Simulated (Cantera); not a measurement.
## Counterflow diffusion flame

A counterflow diffusion flame at 1880 Torr, nozzles 20 mm apart: fuel side CH4 : H2 = 1 : 0.037 (molar parts) at 623 K, oxidiser side O2 : N2 = 0.2 : 0.8 (molar parts) at 725 K, fuel mass flux 0.83 times the oxidiser's; mixture-averaged transport, no radiation.

Cantera simulation using GRI-Mech 3.0 (53 species, 325 reactions); the numbers are that mechanism's predictions, not measurements. GRI-Mech 3.0 has no aromatics or soot, which form on the fuel side of real flames. The maximum strain rate includes the flame's own expansion and is several times the mean.

```csv
oxidiser flux (kg/m²/s),max strain (1/s),mean strain (1/s),T max (K),peak x OH,peak x H,peak x NO,peak x CO,peak x C2H2
1.5,548,146,2253,0.00879,0.00368,0.000354,0.0546,0.0163
2.2,777,214,2236,0.00885,0.00388,0.000319,0.0533,0.0150
3.3,1130,321,2219,0.00887,0.00410,0.000281,0.0524,0.0137
5,1660,486,2199,0.00880,0.00429,0.000237,0.0518,0.0122
7.4,2380,719,2175,0.00854,0.00439,0.000189,0.0514,0.0107
11,3450,1070,2144,0.00808,0.00439,0.000138,0.0512,0.00906
17,5200,1650,2096,0.00722,0.00416,8.19e-5,0.0513,0.00690
```
x: mole fraction; the columns are a selection and need not sum to one.
